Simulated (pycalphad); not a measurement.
All values are pycalphad results on the COST 507 light-alloy database (1999) (1 atm), not direct measurements. The database dates from 1999; later assessments differ in places, in temperatures and in the compounds included. Diffusion is slow at the low end, where real alloys seldom reach equilibrium.

Molar enthalpy of Si-69.1Cu (at.%) in equilibrium (SER reference):

```csv
T (K),H (kJ/mol),phases
2350,69.61,LIQUID
2270,67.20,LIQUID
2190,64.79,LIQUID
2110,62.39,LIQUID
2030,59.98,LIQUID
1950,57.57,LIQUID
1870,55.17,LIQUID
1790,52.76,LIQUID
1710,50.35,LIQUID
1630,47.94,LIQUID
1550,45.53,LIQUID
1470,43.12,LIQUID
1390,40.71,LIQUID
1310,38.30,LIQUID
1230,35.94,LIQUID
1150,33.62,LIQUID
1110,32.47,LIQUID
1070,22.37,CU19SI6_ETA + DIAMOND_A4
1030,21.25,CU19SI6_ETA + DIAMOND_A4
990,20.13,CU19SI6_ETA + DIAMOND_A4
910,17.92,CU19SI6_ETA + DIAMOND_A4
830,15.73,CU19SI6_ETA + DIAMOND_A4
750,13.58,CU19SI6_ETA + DIAMOND_A4
670,11.46,CU19SI6_ETA + DIAMOND_A4
590,9.37,CU19SI6_ETA + DIAMOND_A4
510,7.32,CU19SI6_ETA + DIAMOND_A4
```

Cooling from 1110 K to 1070 K, across the freezing range, releases 10.1 kJ/mol, or 192 J/g. The slope is 29 J/(mol K) in the liquid and 28 J/(mol K) just below the solidus, where it includes any heat of precipitation. Liquidus 1080 K, solidus 1074 K. Changes were sought between steps of 40 K, so a narrower field can be missed.

Database names, with the compositions (at.%) that they take in these runs: CU19SI6_ETA: Cu 76 Si 24. DIAMOND_A4 is diamond (Si).
